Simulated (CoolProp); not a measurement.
Vapour-liquid equilibrium of n-pentane (1) + toluene (2) at 233 kPa; x and y are mole fractions of (1).

Model: multi-fluid Helmholtz-energy mixture model, Thol 2019 and Lemmon 2006; pair parameters Bell 2016, in CoolProp.

Problem. Give the bubble temperature and the first vapour's composition at x = 0.2, 0.35, 0.95. Is there an azeotrope?

Solution. x = 0.2: 378.9 K, y = 0.673; x = 0.35: 364.7 K, y = 0.818; x = 0.95: 337.7 K, y = 0.992. No azeotrope shows between x = 0.05 and 0.95.

Pair parameters are fitted to limited data, so mixtures are less certain than the pure fluids.
